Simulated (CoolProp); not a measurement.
CF4 (R14) along the isobar 5.41 MPa: density (kg/m³) from the reference equation and from simpler models built on Tc = 227.4 K, pc = 3.762 MPa, ω = 0.178; each cubic takes its own stable root.

Values from CoolProp's reference Helmholtz-energy equation of state, Platzer 1990. This equation is an older, rougher fit; its heat capacities, sound speeds and derivatives of the liquid may be far off and weren't checked against measurements.

```json
[
 {"T (K)": "152.6", "phase": "liquid", "reference": "1584"},
 {"T (K)": "176", "phase": "liquid", "reference": "1456"},
 {"T (K)": "199.5", "phase": "liquid", "reference": "1303"},
 {"T (K)": "222.9", "phase": "liquid", "reference": "1083"},
 {"T (K)": "246.3", "phase": "supercritical", "reference": "494.1"},
 {"T (K)": "269.8", "phase": "supercritical", "reference": "306.7"},
 {"T (K)": "293.2", "phase": "supercritical", "reference": "246.9"},
 {"T (K)": "316.6", "phase": "supercritical", "reference": "212.3"},
 {"T (K)": "340.1", "phase": "supercritical", "reference": "188.4"},
 {"T (K)": "363.5", "phase": "supercritical", "reference": "170.4"},
 {"T (K)": "386.9", "phase": "supercritical", "reference": "156.2"},
 {"T (K)": "410.4", "phase": "supercritical", "reference": "144.6"},
 {"T (K)": "433.8", "phase": "supercritical", "reference": "134.8"},
 {"T (K)": "457.2", "phase": "supercritical", "reference": "126.4"},
 {"T (K)": "480.7", "phase": "supercritical", "reference": "119.2"}
]
```

Task: How far does each simpler model (Redlich-Kwong, Peng-Robinson) lie from the reference over these 15 states: mean and median of the absolute difference, and the worst?

Result: 
- Redlich-Kwong: mean 3.9 %, median 2.9 %, worst -11.3 % at 222.9 K and 5.41 MPa
- Peng-Robinson: mean 2.9 %, median 1.2 %, worst +11.1 % at 152.6 K and 5.41 MPa
